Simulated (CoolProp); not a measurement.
The numbers come from the reference Helmholtz-energy equation of state, de Reuck 1993 in CoolProp.

Problem. For methanol, give the phase and the Prandtl number at 536.1 K and 0.0221 MPa.

Solution. 
- 536.1 K and 0.0221 MPa: gas; Prandtl number 0.798

Viscosity comes from a separate model (Xiang 2006). Thermal conductivity comes from a separate model (Sykioti 2013).
